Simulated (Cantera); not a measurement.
## Silicon oxide and oxynitride deposition: TEOS + H2O

Charge: 1 mol TEOS, 0.18 mol H2O, at 1427 °C and 0.133 bar.

Cantera equilibrium calculation (NASA polynomials, part measured and part estimated; ideal gas, pure solids and liquids). Candidate condensed phases: C, C6H6, C7H8, C8H18, H2O, Si, SiC, SiO2; 123 gas species. The feed counts by its element totals alone. Rates play no part.

| Property | Result |
|---|---|
| x(H2) | 0.708 |
| x(CO) | 0.290 |
| x(SiO) | 0.00119 |
| x(H) | 0.000340 |
| x(CH4) | 7.33e-5 |
| x(C2H2 (acetylene)) | 5.20e-5 |
| x(H2O) | 1.32e-5 |
| x(CO2) | 1.58e-6 |
| n(C(graphite)) | 2.85 mol |
| n(SiC(s)) | 0.983 mol |
| gas amount | 14.36 mol |
| log10 activity of Si(l) (absent) | -1.83 |
